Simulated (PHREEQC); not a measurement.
**Metal-bearing waste water: speciation**

Consider water at 90 °C with 0.016 mol CdCl2, 5.8e-05 mol NiCl2, 0.073 mol HCl and 0.02 mol NaCl per kg of water. Closed to the air; pH follows from the charge balance.

Model: ion-association model, wateq4f.dat, run in PHREEQC.

No solid was allowed to form.

Question: What pH does the model give?

Answer: pH 1.23.

Question: In which forms is Cd present?

Answer: CdCl+ 62 %, CdCl2 18 %, Cd+2 17 %, CdCl3- 2.8 % of the Cd.

Away from 25 °C the constants follow the database's enthalpies or fits; those with neither stay at their 25 °C values.
